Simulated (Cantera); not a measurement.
An adiabatic, constant-pressure homogeneous reactor starts with 8.25 % CO, 0.313 % H2, 5.11 % CH4, 18.1 % O2, 68.2 % N2, equivalence ratio 0.80, at 1448 K and 10.0 bar.

Detailed kinetics in Cantera: GRI-Mech 3.0 (53 species, 325 reactions).

### Question
Predict: time of steepest temperature rise; temperature at 6.00 s; equilibrium temperature; x(CO) at 6.00 s; x(H2) at 6.00 s; x(HO2) at 6.00 s; x(NO2) at 6.00 s.

### Answer
```
Quantity                                                             Value
---------------------------------  ---------------------------------------
time of steepest temperature rise                                 0.211 ms
temperature at 6.00 s                                               2787 K
equilibrium temperature                                             2787 K
x(CO) at 6.00 s                      0.0255 (gas-phase equilibrium 0.0255)
x(H2) at 6.00 s                    0.00324 (gas-phase equilibrium 0.00324)
x(HO2) at 6.00 s                   1.42e-5 (gas-phase equilibrium 1.42e-5)
x(NO2) at 6.00 s                   1.39e-5 (gas-phase equilibrium 1.39e-5)
```
